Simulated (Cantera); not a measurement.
Cantera with NASA thermochemical tables; ideal gases at 1 bar, condensed phases pure. Values are per mole of reaction as written; species without (g) are pure solids or liquids, kept so even where they would boil at 1 bar.

10 H2O(g) + P4O10 → 10 H2O2(g) + P4(g), with ΔH° = 4124.0 kJ and ΔS° = 507.9 J/K at 300 K.

Problem. How far is the shortcut ΔG° ≈ ΔH°(300 K) − T·ΔS°(300 K) from the full temperature-dependent value at 400, 425, 450, 475, 500, 525, 550 K?

Solution. 
```json
[
 {"T (K)": "400", "shortcut (kJ)": "3920.8", "full (kJ)": "3921.7", "difference (kJ)": "-0.9", "difference in log10 K": "0.12"},
 {"T (K)": "425", "shortcut (kJ)": "3908.1", "full (kJ)": "3909.5", "difference (kJ)": "-1.4", "difference in log10 K": "0.17"},
 {"T (K)": "450", "shortcut (kJ)": "3895.4", "full (kJ)": "3897.4", "difference (kJ)": "-2.0", "difference in log10 K": "0.23"},
 {"T (K)": "475", "shortcut (kJ)": "3882.7", "full (kJ)": "3885.4", "difference (kJ)": "-2.7", "difference in log10 K": "0.29"},
 {"T (K)": "500", "shortcut (kJ)": "3870.0", "full (kJ)": "3873.5", "difference (kJ)": "-3.5", "difference in log10 K": "0.36"},
 {"T (K)": "525", "shortcut (kJ)": "3857.3", "full (kJ)": "3861.7", "difference (kJ)": "-4.3", "difference in log10 K": "0.43"},
 {"T (K)": "550", "shortcut (kJ)": "3844.6", "full (kJ)": "3849.9", "difference (kJ)": "-5.3", "difference in log10 K": "0.50"}
]
```
The shortcut ignores the heat-capacity change of the reaction.
